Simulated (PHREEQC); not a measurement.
Dissolve 11 mmol/kgw HCl, 57 mmol/kgw LiCl and 1.8 mmol/kgw MnSO4 at 92 °C. Closed to the air; pH follows from the charge balance.

All values are PHREEQC results (ion-association model, phreeqc.dat), not measurements.

This is a speciation only: nothing precipitates in the calculation.

**Question.** Order these S species by the share of S that they hold, largest first: MnSO4, SO4-2, LiSO4-, HSO4-.

**Answer.** HSO4- (64 %), SO4-2 (30 %), MnSO4 (3.3 %), LiSO4- (2.7 %)

**Question.** Order these Mn species by the share of Mn that they hold, largest first: MnSO4, Mn+2, MnCl+, MnCl2.

**Answer.** Mn+2 (87 %), MnCl+ (9.2 %), MnSO4 (3.3 %), MnCl2 (0.16 %)

The pH is 2.09 and the ionic strength 0.0722 mol/kgw. Complexes and solids missing from the database can't appear. Away from 25 °C the constants follow the database's enthalpies or fits; those with neither stay at their 25 °C values.
